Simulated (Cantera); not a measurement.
What does this Cantera script print?

```python
import numpy as np
import cantera as ct

surf = ct.Interface("diamond.yaml", "diamond_100")
gas, bulk = surf.adjacent["gas"], surf.adjacent["diamond"]
k = surf.kinetics_species_index(bulk.species_names[0])
cover = ["c6HH", "c6H*", "c6*H", "c6**", "c6HM", "c6B"]

rows, drift = [], 0.0
print(f"{'T':>10s}{'um/h':>11s}" + "".join(f"{s:>11s}" for s in cover))
for v in [925, 1000, 1075, 1150, 1225, 1300, 1375]:
    T, P, xH, xCH3 = v, 12000, 0.0039, 0.00053
    gas.TPX = T, P, {"H": xH, "CH3": xCH3, "CH4": 0.003, "H2": 1 - xH - xCH3 - 0.003}
    surf.TP = bulk.TP = T, P
    surf.coverages = "c6H*:0.1, c6HH:0.9"
    surf.advance_coverages(100.0)
    before = surf.coverages
    surf.advance_coverages(100.0)
    drift = max(drift, np.max(np.abs(surf.coverages - before) / (surf.coverages + 1e-9)))
    rate = surf.net_production_rates[k] * bulk.mean_molecular_weight / bulk.density * 3.6e9
    rows.append([rate, *surf[cover].coverages])
    print(f"{v:10.4g}{rate:11.4e}" + "".join(f"{x:11.3e}" for x in rows[-1][1:]))
```

Output:

```
         T       um/h       c6HH       c6H*       c6*H       c6**       c6HM        c6B
       925 2.0154e+01  5.924e-01  1.089e-02  2.781e-01  4.655e-03  8.951e-02  5.469e-08
      1000 2.9621e+01  5.452e-01  1.671e-02  3.403e-01  8.485e-03  6.513e-02  8.038e-08
      1075 3.7736e+01  4.991e-01  2.367e-02  3.965e-01  1.399e-02  4.496e-02  1.024e-07
      1150 3.6721e+01  4.590e-01  3.165e-02  4.473e-01  2.133e-02  2.507e-02  9.965e-08
      1225 2.5078e+01  4.225e-01  4.021e-02  4.894e-01  3.026e-02  9.468e-03  6.805e-08
      1300 1.6345e+01  3.873e-01  4.852e-02  5.174e-01  3.994e-02  2.683e-03  4.435e-08
      1375 1.3861e+01  3.564e-01  5.634e-02  5.340e-01  4.976e-02  7.013e-04  3.761e-08
```

Computed with Cantera and the Harris–Goodwin 1993 mechanism for the reconstructed diamond (100) surface.
